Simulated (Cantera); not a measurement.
A perfectly stirred reactor is fed with CH3OH : O2 : N2 = 1 : 1.74 : 6.56 (molar parts), equivalence ratio 0.86, at 1.00 atm; it is adiabatic with a 625 K inlet, and is followed from long to short residence time, starting on the burning branch (τ in s: 0.055, 0.029, 0.015, 0.008, 0.0042, 0.0022, 0.0012, 0.00062, 0.00032, 0.00017, 9e-05, 4.7e-05).

Detailed kinetics in Cantera: GRI-Mech 3.0 (53 species, 325 reactions). GRI-Mech 3.0 was tuned for natural gas; its chemistry of methanol as a main component is partial and can be far from experiment.

x: mole fraction; the columns are a selection and need not sum to one.

| τ (s) | T (K) | x CH3OH | x O2 | x NO | x O | x CH4 | x NO2 |
|---|---|---|---|---|---|---|---|
| 0.055 | 2273 | 1.10e-6 | 0.0266 | 0.00180 | 0.000881 | 3.97e-8 | [?] |
| 0.029 | 2264 | 1.94e-6 | 0.0273 | 0.00118 | 0.00101 | 5.88e-8 | [?] |
| 0.015 | 2247 | 3.34e-6 | 0.0283 | 0.000728 | 0.00123 | 8.01e-8 | [?] |
| 0.0080 | 2222 | 5.41e-6 | 0.0295 | 0.000444 | 0.00157 | 1.03e-7 | [?] |
| 0.0042 | 2187 | 8.66e-6 | 0.0310 | 0.000260 | 0.00207 | 1.39e-7 | [?] |
| 0.0022 | 2144 | 1.38e-5 | 0.0328 | 0.000149 | 0.00273 | 2.13e-7 | [?] |
| 0.0012 | 2098 | 2.16e-5 | 0.0347 | 8.97e-5 | 0.00346 | 3.61e-7 | [?] |
| 0.00062 | 2045 | 3.61e-5 | 0.0369 | 5.43e-5 | 0.00430 | 7.17e-7 | [?] |
| 0.00032 | 1990 | 6.32e-5 | 0.0394 | 3.46e-5 | 0.00506 | 1.56e-6 | [?] |
| 0.00017 | 1938 | 0.000115 | 0.0423 | 2.26e-5 | 0.00549 | 3.48e-6 | [?] |
| 9.0e-5 | 1881 | 0.000235 | 0.0468 | 1.35e-5 | 0.00531 | 8.48e-6 | [?] |
| 4.7e-5 | 1789 | 0.000707 | 0.0575 | 4.82e-6 | 0.00343 | 2.93e-5 | [?] |

Q: Complete the blanks.

A: 
- 0.055, x NO2: 7.05e-7
- 0.029, x NO2: 4.51e-7
- 0.015, x NO2: 2.64e-7
- 0.0080, x NO2: 1.49e-7
- 0.0042, x NO2: 7.84e-8
- 0.0022, x NO2: 4.04e-8
- 0.0012, x NO2: 2.23e-8
- 0.00062, x NO2: 1.27e-8
- 0.00032, x NO2: 8.00e-9
- 0.00017, x NO2: 5.49e-9
- 9.0e-5, x NO2: 3.96e-9
- 4.7e-5, x NO2: 3.22e-9
